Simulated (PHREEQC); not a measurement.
## Hard or scaling water

Make-up at 25 °C: 0.0026 mol/kgw BaCl2, 1.2e-05 mol/kgw CO2 and 0.011 mol/kgw NaCl. Closed to the air; pH follows from the charge balance.

Model: ion-association model, wateq4f.dat, run in PHREEQC.

Each row changes one thing in this solution. No solid was allowed to form.

```
case                                          pH  CO2 (mol/kgw)  HCO3- (mol/kgw)  NaHCO3 (mol/kgw)  SI of Halite (NaCl)  SI of Nahcolite (NaHCO3)
------------------------------------------  ----  -------------  ---------------  ----------------  -------------------  ------------------------
as made                                     5.67        9.64e-6          2.32e-6           1.10e-8                -5.45                     -7.16
BaCl2 replaced by HCl at the same molality     …        1.20e-5          2.55e-9          1.25e-11                -5.51                    -10.10
BaCl2 left out                              5.68        9.70e-6          2.29e-6           1.14e-8                -5.59                     -7.14
CO2 from 1.2e-05 to 1.08e-05 mol/kgw        5.70        8.57e-6                …                 …                -5.45                     -7.19
temperature from 25 to 5 °C                 5.75        1.00e-5          1.96e-6           9.34e-9                -5.40                     -7.03
diluted 2-fold with water                   5.85        4.45e-6                …           3.89e-9                -6.02                     -7.61
```

Q: Some entries are withheld; supply them.

A: 
- BaCl2 replaced by HCl at the same molality, pH: 2.63
- CO2 from 1.2e-05 to 1.08e-05 mol/kgw, HCO3- (mol/kgw): 2.19e-6
- CO2 from 1.2e-05 to 1.08e-05 mol/kgw, NaHCO3 (mol/kgw): 1.04e-8
- diluted 2-fold with water, HCO3- (mol/kgw): 1.53e-6

Complexes and solids missing from the database can't appear. At this temperature some constants are extrapolated from 25 °C, and those without enthalpy data are left unchanged.
